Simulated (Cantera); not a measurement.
Feed: 1 mol Si₃N₄, 24 mol H₂O, held at 1575 K and 18.0 Pa.

Method: chemical equilibrium by Gibbs-energy minimisation in Cantera with the NASA 1993 tables (ideal gas, pure condensed phases). The tables hold silica as quartz up to 1696 K and as liquid above; real silica turns to tridymite and cristobalite and melts near 1996 K. Equilibrium is a limit: real reactors are often held back by kinetics, nucleation or transport.

| species | before | after |
|---|---|---|
| H₂ | 0.230 | 0.598 |
| N₂ | 0.0769 | 0.250 |
| SiO | 2.49e-5 | 0.150 |
| H₂O | 0.692 | 0.000298 |
| OH | 0.000162 | 4.34e-8 |
| H | 0.00149 | 0.00239 |
| SiO₂(β-quartz), mol | 3.00 | 1.80 |
Gas species are given as mole fractions.

Q: Which change was made?
A) pressure from 18.0 Pa to 0.110 bar
B) temperature from 1575 K to 750 K
C) H₂O from 24 to 4.8 mol
D) pressure from 18.0 Pa to 1.33 mbar

A: C, H₂O from 24 to 4.8 mol
